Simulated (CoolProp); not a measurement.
A single-stage vapour-compression cycle with fluoroethane (R161): evaporating at 210.15 K (dew point), condensing at 242.15 K (bubble point), superheat 10 K, subcooling 2 K, compressor efficiency 0.85, no pressure losses. Each further row changes one setting.

Computed with CoolProp (reference Helmholtz-energy equation of state, Wu 2012).

```json
[
 {"case": "as stated", "cooling COP": "4.91", "pressure ratio": "5.08", "discharge temperature (K)": "295.3", "refrigerating effect (kJ/kg)": "403", "volumetric capacity (kJ/m³)": "285"},
 {"case": "evaporating temperature 215.15 K", "cooling COP": "6.08", "pressure ratio": "3.80", "discharge temperature (K)": "287.1", "refrigerating effect (kJ/kg)": "408", "volumetric capacity (kJ/m³)": "379"},
 {"case": "condensing temperature 237.15 K", "cooling COP": "5.92", "pressure ratio": "4.07", "discharge temperature (K)": "284.7", "refrigerating effect (kJ/kg)": "413", "volumetric capacity (kJ/m³)": "292"},
 {"case": "subcooling 7 K", "cooling COP": "5.03", "pressure ratio": "5.08", "discharge temperature (K)": "295.3", "refrigerating effect (kJ/kg)": "413", "volumetric capacity (kJ/m³)": "292"},
 {"case": "superheat 20 K", "cooling COP": "4.83", "pressure ratio": "5.08", "discharge temperature (K)": "306.4", "refrigerating effect (kJ/kg)": "413", "volumetric capacity (kJ/m³)": "280"},
 {"case": "compressor efficiency 0.75", "cooling COP": "4.33", "pressure ratio": "5.08", "discharge temperature (K)": "303.9", "refrigerating effect (kJ/kg)": "403", "volumetric capacity (kJ/m³)": "285"}
]
```
